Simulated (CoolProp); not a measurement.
A Linde-Hampson liquefier for methane: isothermal reversible compression at 290 K from 1 atm to 15 MPa, throttling to 1 atm, return gas leaving the recuperator 2 K below the feed. Each further row changes one setting.

Model: reference Helmholtz-energy equation of state, Setzmann 1991, in CoolProp.

```json
[
 {"case": "as stated", "liquid yield per pass": "0.171", "compression work (kJ/kg of gas)": "712"},
 {"case": "high pressure 30 MPa", "liquid yield per pass": "0.252", "compression work (kJ/kg of gas)": "798"},
 {"case": "warm-end temperature 320 K", "liquid yield per pass": "0.125", "compression work (kJ/kg of gas)": "801"},
 {"case": "warm-end gap 7 K", "liquid yield per pass": "0.161", "compression work (kJ/kg of gas)": "712"}
]
```
